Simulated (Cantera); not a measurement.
Input: 1 mol NaCl, 0.26 mol H₂, at 1323 K.

Method: chemical equilibrium by Gibbs-energy minimisation in Cantera with the NASA 1993 tables (ideal gas, pure condensed phases). Candidate condensed phases: Na, NaCl; 10 gas species. Kinetics and transport are ignored.

Question: What share of the Na ends up in condensed phases as a function of P (Pa), at 0.100, 0.560, 3.20, 18, 100, 560, 3200, 18000, 100000?

Answer: 
```
P (Pa)  Na condensed (%)       as
------  ----------------  -------
0.100                0.0        -
0.560                0.0        -
3.20                 0.0        -
18                   0.0        -
100                  0.0        -
560                  0.0        -
3200                22.1  NaCl(l)
18000               95.3  NaCl(l)
100000              99.2  NaCl(l)
```
